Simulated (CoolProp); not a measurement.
Vapour-liquid equilibrium of ethane (1) + n-pentane (2) at 0.236 MPa; x and y are mole fractions of (1).

The numbers come from the multi-fluid Helmholtz-energy mixture model, Bücker 2006 and Thol 2019; pair parameters Kunz 2012 in CoolProp.

| x | bubble temperature (°C) | y at the bubble point | dew temperature at overall composition x (°C) | liquid density (mol/L) |
|---|---|---|---|---|
| 0.05 | 26.5 | 0.692 | ? | 8.765 |
| 0.125 | -9.1 | 0.935 | 58.5 | 9.575 |
| 0.2 | -27.5 | 0.977 | 55.4 | 10.18 |
| 0.275 | -38.5 | 0.989 | 52.1 | 10.73 |
| 0.35 | -45.9 | 0.994 | 48.5 | 11.26 |
| 0.425 | -51.4 | 0.996 | ? | 11.79 |
| 0.5 | -55.5 | 0.998 | 40.3 | 12.35 |
| 0.575 | -58.9 | 0.998 | 35.5 | ? |
| 0.65 | ? | 0.999 | 30.0 | ? |
| 0.725 | -64.1 | 0.999 | 23.5 | 14.25 |
| 0.8 | -66.2 | 1.000 | 15.4 | 14.99 |
| 0.875 | -68.2 | 1.000 | 4.5 | 15.80 |
| 0.95 | -70.1 | 1.000 | -14.1 | 16.70 |

**Question.** Complete the blanks.

**Answer.** 
- 0.05, dew temperature at overall composition x (°C): 61.5
- 0.425, dew temperature at overall composition x (°C): 44.6
- 0.575, liquid density (mol/L): 12.94
- 0.65, bubble temperature (°C): -61.7
- 0.65, liquid density (mol/L): 13.57

No azeotrope shows between x = 0.05 and 0.95.

The pair parameters rest on a limited set of measurements; away from them the model extrapolates. The gap from Raoult's law changes sign with composition, which may be real or a fault of the pair parameters; it wasn't checked against measurements.
